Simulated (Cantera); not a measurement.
Cantera run:

```python
import numpy as np
import cantera as ct

gas_names = """
    H HNO HNO2 HNO3 HO2 H2 H2O H2O2 N NH NH2 NH3 NH2OH NO NO2 NO3 N2 N2H2 N2H4 N2O O OH O2 O3 Si SiH
    SiH2 SiH3 SiH4 SiN SiO SiO2 Si2 Si2N Si3
""".split()
cond_names = """
    H2O(s) H2O(L) Si(cr) Si(L) SiO2(Lqz) SiO2(hqz) SiO2(L) Si2N2O(s) Si3N4(a)
""".split()


# ... load() reads the species with a 1 bar reference pressure and builds the phases ...
atoms = {
    'Si3N4': {'Si': 3, 'N': 4},
    'O2': {'O': 2},
    'N2': {'N': 2},
    'H2O': {'H': 2, 'O': 1},
}
top_T = {'Si2N2O(s)': 2100, 'Si3N4(a)': 2400}  # K; cautious upper limits of use, not melting points


# ... equilibrate(T, P, feed) seeds the gas with the atoms and calls Mixture.equilibrate('TP', solver="vcs", rtol=1e-11, max_steps=5000) ...
results = []
feed = {'Si3N4': 1, 'O2': 0.001, 'N2': 2.1, 'H2O': 0.0033}  # mol
T = 1798.15  # K
P = 36  # Pa
mix = equilibrate(T, P, feed)
results.append((T, P, feed, dict(zip(mix.species_names, mix.species_moles))))
print(gas.report(threshold=1e-05))
for i in range(1, mix.n_phases):
    print(f"{mix.phase(i).name:16s} {mix.phase_moles(i):12.5e} mol")
```

Output:

```
       temperature   1798.2 K
          pressure   36 Pa
           density   6.7461e-05 kg/m^3
  mean mol. weight   28.016 kg/kmol
   phase of matter   gas

                          1 kg             1 kmol
                     ---------------   ---------------
          enthalpy        1.8798e+06        5.2665e+07  J
   internal energy        1.3462e+06        3.7714e+07  J
           entropy             11221        3.1436e+05  J/K
    Gibbs function       -1.8297e+07        -5.126e+08  J
 heat capacity c_p              1266             35468  J/K
 heat capacity c_v            969.19             27153  J/K

                      mass frac. Y      mole frac. X     chem. pot. / RT
                     ---------------   ---------------   ---------------
                 H        1.5983e-05        0.00044422           -17.272
                H2        4.1133e-05        0.00057163           -34.543
                N2           0.98878           0.98886           -34.528
                Si         0.0086077         0.0085866            -5.264
               SiN        0.00010838        7.2138e-05           -22.528
               SiO         0.0020116         0.0012784           -50.587
               Si2        0.00010345        5.1596e-05           -10.528
              Si2N        0.00029117        0.00011624           -27.792
               Si3        3.6966e-05        1.2292e-05           -15.792
     [  +26 minor]        4.6582e-06        4.4862e-06

Si(L)             2.95724e+00 mol
SiO2(L)           0.00000e+00 mol
Si2N2O(s)         0.00000e+00 mol
Si3N4(a)          0.00000e+00 mol
```

Method: chemical equilibrium by Gibbs-energy minimisation in Cantera with the NASA 1993 tables (ideal gas, pure condensed phases). The tables' values for SiN are old estimates; treat these amounts as uncertain.
